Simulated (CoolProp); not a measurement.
Vapour pressure (kPa) of c-C4F8 (RC318): the reference equation beside estimates from Tc = 388.4 K, pc = 2778 kPa, ω = 0.355.

The numbers come from the reference Helmholtz-energy equation of state, Platzer 1990 in CoolProp. This equation is an older, rougher fit; its heat capacities, sound speeds and derivatives of the liquid may be far off and weren't checked against measurements.

```
T (K)  reference  Lee-Kesler  van der Waals  Redlich-Kwong  Soave-Redlich-Kwong  Peng-Robinson
-----  ---------  ----------  -------------  -------------  -------------------  -------------
242        31.30       31.16          299.1          83.68                31.33          31.95
245.4      37.32       37.17          323.2          95.99                37.33          37.96
248.8      44.23       44.08          348.6          109.6                44.22          44.84
252.2      52.13       51.99          375.4          124.6                52.11          52.69
255.6      61.13       61.00          403.4          141.1                61.08          61.61
259.1      71.63       71.52          433.7          159.7                71.57          72.02
262.5      83.15       83.07          464.5          179.4                83.08          83.42
265.9      96.09       96.04          496.8          200.9                96.01          96.21
269.3      110.5       110.5          530.5          224.1                110.5          110.5
272.7      126.7       126.7          565.6          249.3                126.6          126.4
276.1      144.5       144.6          602.2          276.4                144.5          144.1
```

Absolute difference from the reference over all 11 rows, mean and median: Lee-Kesler 0.2 and 0.2 %, van der Waals 537.7 and 505.5 %, Redlich-Kwong 125.5 and 123.0 %, Soave-Redlich-Kwong 0.1 and 0.1 %, Peng-Robinson 0.8 and 0.5 %.
